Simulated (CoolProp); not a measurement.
Vapour-liquid equilibrium of R125 (1) + R236FA (2) at 0.602 MPa; x and y are mole fractions of (1).

Model: multi-fluid Helmholtz-energy mixture model, Lemmon 2005 and Pan 2012; pair parameters Bell 2016, in CoolProp.

```tsv
x	bubble temperature, mixture model (K)	bubble temperature, Raoult's law (K)	y, mixture model	y, Raoult's law
0.05	(withheld)	318.7	0.148	0.190
0.15	311.0	309.1	0.383	0.454
0.25	303.5	301.4	0.554	0.623
0.35	297.0	295.0	(withheld)	0.736
0.45	291.3	289.5	0.770	0.815
0.55	286.3	284.9	0.839	0.873
0.65	281.9	280.8	(withheld)	0.915
0.75	278.0	277.2	(withheld)	0.947
0.85	(withheld)	274.0	0.963	0.972
0.95	271.3	271.1	0.989	0.992
```

### Question
Some entries are withheld; supply them.

### Answer

- 0.05, bubble temperature, mixture model (K): 319.6
- 0.35, y, mixture model: 0.679
- 0.65, y, mixture model: 0.891
- 0.75, y, mixture model: 0.931
- 0.85, bubble temperature, mixture model (K): 274.5

The largest gap from Raoult's law is +2.1 K in bubble temperature, at x = 0.25. No azeotrope shows between x = 0.05 and 0.95.

Pair parameters are fitted to limited data, so mixtures are less certain than the pure fluids.
